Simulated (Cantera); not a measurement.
A closed system holds: 1 mol Si₃N₄, 3 mol H₂O, at 1.50 mbar.

Cantera equilibrium calculation (NASA polynomials, part measured and part estimated; ideal gas, pure solids and liquids). Candidate condensed phases: H₂O, Si, SiO₂, Si₂N₂O, Si₃N₄; 35 gas species. Mutual solubility and eutectic melting of coexisting phases are not modelled. The tables hold silica as quartz up to 1696 K and as liquid above; real silica turns to tridymite and cristobalite and melts near 1996 K. Rates play no part. All values below are at 1300 °C.

Base state: H₂ 0.617, N₂ 0.250, SiO 0.133, H 0.000824, H₂O 3.97e-5 (mole fractions); condensed: SiO₂(β-quartz) + Si₂N₂O(s).

Question: What changes in the equilibrium state with this change: pressure from 1.50 mbar to 0.320 bar?

Answer: 
```tsv
species	before	after
H₂	0.617	0.750
N₂	0.250	0.250
H₂O	3.97e-5	0.000288
SiO	0.133	0.000104
H	0.000824	6.22e-5
SiO₂(β-quartz), mol	0.785	0.999
Si₂N₂O(s), mol	0.785	1.00
```
